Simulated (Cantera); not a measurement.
Input (Python, Cantera) and output of one run.

```python
import numpy as np
import cantera as ct

gas_names = """
    H H2 Pb Pb2
""".split()
cond_names = """
    Pb(cr) Pb(L)
""".split()


# ... load() reads the species with a 1 bar reference pressure and builds the phases ...
atoms = {
    'Pb': {'Pb': 1},
    'H2': {'H': 2},
}
top_T = {}  # K; cautious upper limits of use, not melting points


# ... equilibrate(T, P, feed) seeds the gas with the atoms and calls Mixture.equilibrate('TP', solver="vcs", rtol=1e-11, max_steps=5000) ...
results = []
feed = {'Pb': 1, 'H2': 1.2}  # mol
T = 1448  # K
for P in [10, 68, 460, 3200, 22000, 150000, 1000000]:
    mix = equilibrate(T, P, feed)
    results.append((T, P, feed, dict(zip(mix.species_names, mix.species_moles))))

top = {s: max(r[3][s] / sum(r[3][g] for g in gas_names) for r in results) for s in gas_names}
cols = sorted((s for s in top if top[s] > 1e-05), key=lambda s: -top[s])[:5]
seen = [c for c in cond_names if any(r[3].get(c, 0) > 1e-12 for r in results)]
print("log10 of partial pressures in bar; condensed amounts in mol")
print(f"{'P/Pa':>10s}" + "".join(f"{s[:9]:>10s}" for s in cols + seen))
for T, P, feed, n in results:
    ng = sum(n[g] for g in gas_names)
    print(f"{P:10.4g}" + "".join(f"{np.log10(max(n[s] / ng * P / 1e5, 1e-99)):10.3f}" for s in cols)
          + "".join(f"{n.get(c, 0):10.4g}" for c in seen))
```

Output:

```
log10 of partial pressures in bar; condensed amounts in mol
      P/Pa        H2        Pb         H       Pb2     Pb(L)
        10    -4.264    -4.343    -7.167   -10.376         0
        68    -3.431    -3.510    -6.751    -8.711         0
       460    -2.601    -2.680    -6.336    -7.051         0
      3200    -1.758    -1.837    -5.914    -5.366         0
   2.2e+04    -0.687    -1.836    -5.379    -5.363    0.9147
   1.5e+05     0.172    -1.836    -4.949    -5.363    0.9882
     1e+06     0.999    -1.836    -4.536    -5.363    0.9982
```

Equilibrium computed with Cantera from the NASA thermochemical tables; the gas is ideal and each condensed phase is pure.
